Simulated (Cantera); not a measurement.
An isothermal, constant-pressure homogeneous reactor starts with C₂H₆ : H₂ = 1 : 12 (molar parts), at 1375 K and 0.710 bar. Integrator tolerance rtol = 1e-08.

Cantera simulation using GRI-Mech 3.0 (53 species, 325 reactions); the numbers are that mechanism's predictions, not measurements. GRI-Mech 3.0 stops at C3 and has no aromatics, soot or wall deposition, so with more carbon than oxygen in the feed, carbon stays in small species such as C2H2 where larger ones or solid carbon would form.

What does this change do: pressure from 0.710 bar to 10.00 Torr?


```tsv
quantity	before	after
x(C₂H₆) at 200 s	4.36e-5 (gas-phase equilibrium 4.36e-5)	1.45e-6 (gas-phase equilibrium 2.52e-7)
x(H₂) at 200 s	0.855 (gas-phase equilibrium 0.855)	0.905 (gas-phase equilibrium 0.927)
x(H) at 200 s	3.79e-6 (gas-phase equilibrium 3.79e-6)	2.12e-5 (gas-phase equilibrium 2.88e-5)
x(C₂H₄) at 200 s	0.00294 (gas-phase equilibrium 0.00294)	0.000626 (gas-phase equilibrium 0.000834)
x(CH₄) at 200 s	0.137 (gas-phase equilibrium 0.137)	0.0494 (gas-phase equilibrium 0.0109)
```
Radical loss at walls, strong at low pressure, is not modelled.

What does this change do: pressure from 0.710 bar to 0.0900 Torr?


| quantity | before | after |
|---|---|---|
| x(C₂H₆) at 200 s | 4.36e-5 (gas-phase equilibrium 4.36e-5) | 2.04e-6 (gas-phase equilibrium 2.25e-11) |
| x(H₂) at 200 s | 0.855 (gas-phase equilibrium 0.855) | 0.887 (gas-phase equilibrium 0.933) |
| x(H) at 200 s | 3.79e-6 (gas-phase equilibrium 3.79e-6) | 9.96e-5 (gas-phase equilibrium 0.000304) |
| x(C₂H₄) at 200 s | 0.00294 (gas-phase equilibrium 0.00294) | 0.000182 (gas-phase equilibrium 8.23e-6) |
| x(CH₄) at 200 s | 0.137 (gas-phase equilibrium 0.137) | 0.0810 (gas-phase equilibrium 0.000103) |
Radical loss at walls, strong at low pressure, is not modelled.
